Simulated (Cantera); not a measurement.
A perfectly stirred reactor is fed with 16.5 % CO, 4.79 % H2, 4.46 % CH4, 11.5 % O2, 62.7 % N2, equivalence ratio 1.7, at 1.50 bar; it is adiabatic with a 650 K inlet, and is followed from long to short residence time, starting on the burning branch (τ in s: 0.41, 0.14, 0.05, 0.018, 0.0061, 0.0021, 0.00074, 0.00026, 9e-05, 3.1e-05).

Model: GRI-Mech 3.0 (53 species, 325 reactions), integrated in Cantera.

Question: Predict: blow-out, bracketed by the residence times tried; x(CO) at τ = 0.410 s; x(H2) at τ = 0.410 s; x(CH4) at τ = 0.410 s; x(HCN) at τ = 0.410 s; x(OH) at τ = 0.410 s; x(CO) at τ = 2.10 ms; x(H2) at τ = 2.10 ms; x(CH4) at τ = 2.10 ms; x(HCN) at τ = 2.10 ms; x(OH) at τ = 2.10 ms.

Answer: 
| Item | Result |
|---|---|
| blow-out, bracketed by the residence times tried | burning at 90.0 µs, out at 31.0 µs |
| x(CO) at τ = 0.410 s | 0.130 |
| x(H2) at τ = 0.410 s | 0.0347 |
| x(CH4) at τ = 0.410 s | 1.17e-5 |
| x(HCN) at τ = 0.410 s | 1.67e-6 |
| x(OH) at τ = 0.410 s | 0.000222 |
| x(CO) at τ = 2.10 ms | 0.130 |
| x(H2) at τ = 2.10 ms | 0.0341 |
| x(CH4) at τ = 2.10 ms | 4.68e-5 |
| x(HCN) at τ = 2.10 ms | 1.14e-5 |
| x(OH) at τ = 2.10 ms | 0.00190 |
